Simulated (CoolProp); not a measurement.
Computed with CoolProp (reference Helmholtz-energy equation of state, Lemmon 2016).

**Question.** For R227EA, give the phase and the density (kg/m³), speed of sound (m/s), expansivity (1/kK) at 449.4 K and 7550 kPa.

**Answer.** 
- 449.4 K and 7550 kPa: supercritical; density 584, speed of sound 128, expansivity 9.38
